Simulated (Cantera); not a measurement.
Charge: 1 mol SiH2Cl2, 82 mol N2, equilibrated at 1.30 mbar.

Equilibrium computed with Cantera from the NASA thermochemical tables; the gas is ideal and each condensed phase is pure. Candidate condensed phases: NH4Cl, Si, Si3N4; 28 gas species. N2 is the only nitrogen source here; it is nearly inert below about 1500 K, so the nitride shown seldom forms there in practice. The tables' values for SiCl, SiCl3, SiN are old estimates; treat these amounts as uncertain. Equilibrium is a limit: real reactors are often held back by kinetics, nucleation or transport.

x: gas mole fraction; n: condensed amount in mol.

```json
[
 {"T (K)": "750", "x N2": "0.978", "x HCl": "0.0179", "x SiCl2": "2.31e-11", "x H2": "___", "x Si": "<1e-12", "x SiCl4": "0.00152", "x H": "<1e-12", "n Si3N4(s)": "0.291", "n Si(l)": "0"},
 {"T (K)": "850", "x N2": "0.977", "x HCl": "0.0188", "x SiCl2": "4.54e-9", "x H2": "___", "x Si": "<1e-12", "x SiCl4": "0.00129", "x H": "2.89e-11", "n Si3N4(s)": "0.297", "n Si(l)": "0"},
 {"T (K)": "950", "x N2": "0.977", "x HCl": "0.0195", "x SiCl2": "2.89e-7", "x H2": "___", "x Si": "<1e-12", "x SiCl4": "0.00114", "x H": "7.37e-10", "n Si3N4(s)": "0.302", "n Si(l)": "0"},
 {"T (K)": "1050", "x N2": "0.977", "x HCl": "0.0199", "x SiCl2": "8.16e-6", "x H2": "0.00206", "x Si": "<1e-12", "x SiCl4": "0.00101", "x H": "1.02e-8", "n Si3N4(s)": "0.304", "n Si(l)": "0"},
 {"T (K)": "1150", "x N2": "0.977", "x HCl": "0.0201", "x SiCl2": "0.000122", "x H2": "0.00196", "x Si": "<1e-12", "x SiCl4": "0.000845", "x H": "9.16e-8", "n Si3N4(s)": "0.304", "n Si(l)": "0"},
 {"T (K)": "1250", "x N2": "0.977", "x HCl": "0.0196", "x SiCl2": "0.000933", "x H2": "___", "x Si": "1.37e-11", "x SiCl4": "0.000456", "x H": "6.31e-7", "n Si3N4(s)": "0.288", "n Si(l)": "0"},
 {"T (K)": "1350", "x N2": "0.976", "x HCl": "0.0170", "x SiCl2": "0.00294", "x H2": "___", "x Si": "1.91e-9", "x SiCl4": "8.56e-5", "x H": "3.89e-6", "n Si3N4(s)": "0.243", "n Si(l)": "0"},
 {"T (K)": "1450", "x N2": "0.976", "x HCl": "0.0129", "x SiCl2": "0.00529", "x H2": "___", "x Si": "1.34e-7", "x SiCl4": "9.21e-6", "x H": "1.94e-5", "n Si3N4(s)": "0.182", "n Si(l)": "0"},
 {"T (K)": "1550", "x N2": "0.976", "x HCl": "0.00887", "x SiCl2": "0.00739", "x H2": "___", "x Si": "5.39e-6", "x SiCl4": "9.38e-7", "x H": "7.55e-5", "n Si3N4(s)": "0.125", "n Si(l)": "0"},
 {"T (K)": "1650", "x N2": "0.976", "x HCl": "0.00579", "x SiCl2": "0.00890", "x H2": "0.00891", "x Si": "0.000137", "x SiCl4": "1.03e-7", "x H": "0.000238", "n Si3N4(s)": "0.0777", "n Si(l)": "0"},
 {"T (K)": "1750", "x N2": "0.974", "x HCl": "0.00499", "x SiCl2": "0.00911", "x H2": "0.00908", "x Si": "0.00115", "x SiCl4": "2.31e-8", "x H": "0.000615", "n Si3N4(s)": "0", "n Si(l)": "0.104"},
 {"T (K)": "1850", "x N2": "0.972", "x HCl": "0.00611", "x SiCl2": "0.00816", "x H2": "___", "x Si": "0.00304", "x SiCl4": "1.19e-8", "x H": "0.00135", "n Si3N4(s)": "0", "n Si(l)": "0"}
]
```

Question: Complete the blanks.

Answer: 
- 750, x H2: 0.00303
- 850, x H2: 0.00259
- 950, x H2: 0.00228
- 1250, x H2: 0.00221
- 1350, x H2: 0.00346
- 1450, x H2: 0.00550
- 1550, x H2: 0.00747
- 1850, x H2: 0.00812
